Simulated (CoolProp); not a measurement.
A single-stage vapour-compression cycle with ethane: evaporating at 194.15 K (dew point), condensing at 263.15 K (bubble point), superheat 8 K, subcooling 8 K, compressor efficiency 0.7, no pressure losses. Each further row changes one setting.

Values from CoolProp's reference Helmholtz-energy equation of state, Bücker 2006.

```csv
case,cooling COP,pressure ratio,discharge temperature (K),refrigerating effect (kJ/kg),volumetric capacity (kJ/m³)
as stated,1.42,11.2,350.5,322,995
evaporating temperature 199.15 K,1.61,8.89,342.0,328,1260
condensing temperature 258.15 K,1.59,9.86,341.9,337,1040
subcooling 13 K,1.49,11.2,350.5,337,1040
superheat 18 K,1.41,11.2,363.2,337,986
compressor efficiency 0.6,1.22,11.2,368.1,322,995
```
